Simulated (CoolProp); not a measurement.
Vapour-liquid equilibrium of carbon dioxide (1) + carbonyl sulfide (2) at 0.911 MPa; x and y are mole fractions of (1).

The numbers come from the multi-fluid Helmholtz-energy mixture model, Span 1996 and Lemmon 2006; pair parameters Bell 2016 in CoolProp.

```
x     bubble temperature (K)  y at the bubble point  dew temperature at overall composition x (K)  liquid density (mol/L)
----  ----------------------  ---------------------  --------------------------------------------  ----------------------
0.05                   274.6                  0.263                                           [?]                   17.70
0.2                    255.8                  0.629                                           [?]                   19.09
0.35                   246.6                    [?]                                         270.7                   20.20
0.5                    241.1                    [?]                                         263.3                   21.25
0.65                   237.3                    [?]                                           [?]                   22.36
0.8                    234.3                  0.930                                         243.8                   23.61
0.95                   231.4                  0.980                                         233.1                   25.06
```

Task: Some entries are withheld; supply them.

Result: 
- 0.05, dew temperature at overall composition x (K): 283.2
- 0.2, dew temperature at overall composition x (K): 277.3
- 0.35, y at the bubble point: 0.764
- 0.5, y at the bubble point: 0.835
- 0.65, y at the bubble point: 0.885
- 0.65, dew temperature at overall composition x (K): 254.5

No azeotrope shows between x = 0.05 and 0.95.

Pair parameters are fitted to limited data, so mixtures are less certain than the pure fluids.
